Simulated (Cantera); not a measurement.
An adiabatic, constant-volume homogeneous reactor starts with CH₃OH : O₂ : N₂ = 1 : 2.11 : 7.94 (molar parts), equivalence ratio 0.71, at 1650 K and 34000 Pa. Integrator tolerance rtol = 1e-08.

Detailed kinetics in Cantera: GRI-Mech 3.0 (53 species, 325 reactions). GRI-Mech 3.0 was tuned for natural gas; its chemistry of methanol as a main component is partial and can be far from experiment.

```json
[
 {"quantity": "time of steepest temperature rise", "before": "0.186 ms", "after": "not reached"},
 {"quantity": "temperature at 0.400 s", "before": "2728 K", "after": "973 K"},
 {"quantity": "equilibrium temperature", "before": "2728 K", "after": "2525 K"},
 {"quantity": "x(CH₃OH) at 0.400 s", "before": "<1e-12 (gas-phase equilibrium <1e-12)", "after": "0.0905 (gas-phase equilibrium <1e-12)"},
 {"quantity": "x(O₂) at 0.400 s", "before": "0.0544 (gas-phase equilibrium 0.0544)", "after": "0.191 (gas-phase equilibrium 0.0509)"},
 {"quantity": "x(NO) at 0.400 s", "before": "0.0154 (gas-phase equilibrium 0.0154)", "after": "<1e-12 (gas-phase equilibrium 0.0109)"},
 {"quantity": "x(CO) at 0.400 s", "before": "0.0315 (gas-phase equilibrium 0.0315)", "after": "6.79e-8 (gas-phase equilibrium 0.0138)"},
 {"quantity": "x(C₂H₆) at 0.400 s", "before": "<1e-12 (gas-phase equilibrium <1e-12)", "after": "<1e-12 (gas-phase equilibrium <1e-12)"},
 {"quantity": "x(H₂O) at 0.400 s", "before": "0.136 (gas-phase equilibrium 0.136)", "after": "3.77e-7 (gas-phase equilibrium 0.157)"},
 {"quantity": "x(NO₂) at 0.400 s", "before": "4.39e-6 (gas-phase equilibrium 4.39e-6)", "after": "<1e-12 (gas-phase equilibrium 4.51e-6)"}
]
```

Problem. Which change was made?
A) initial temperature 1650 to 973 K
B) N2 7.94 to 5.3 parts
C) pressure from 34000 Pa to 25000 Pa
D) CH3OH 1 to 0.31 parts

Solution. A, initial temperature 1650 to 973 K
